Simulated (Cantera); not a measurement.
**Ignition delay**

Mixture: CO : H2 : CH4 : O2 : N2 = 1 : 0.098 : 0.39 : 0.699 : 4.27 (molar parts), equivalence ratio 1.9, at 26.0 bar, adiabatic and at constant volume. Ignition delay is the time to a rise of 400 K.

Computed with Cantera and GRI-Mech 3.0 (53 species, 325 reactions). The pressure lies above the range GRI-Mech 3.0 was tuned for (to about 10 atm).

| T0 (K) | delay (ms) |
|---|---|
| 1025 | 6.60 |
| 1125 | 1.79 |
| 1225 | 0.648 |
| 1325 | 0.268 |
| 1425 | 0.118 |
| 1525 | 0.0539 |

apparent activation energy between 1325 and 1525 K: 130 kJ/mol
